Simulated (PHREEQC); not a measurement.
Make-up at 30 °C: 29 mmol/kgw Cu(NO3)2. Closed to the air; pH follows from the charge balance.

Computed with PHREEQC (ion-association model, phreeqc.dat).

**Question.** The ionic strength comes out as 0.0870 mol/kgw. What activity coefficients do NO3-, Cu+2, Cu2(OH)2+2, CuOH+, H+ get?

**Answer.** NO3- 0.76, Cu+2 0.41, Cu2(OH)2+2 0.38, CuOH+ 0.78, H+ 0.83.

This is a speciation only: nothing precipitates in the calculation. Complexes and solids missing from the database can't appear.
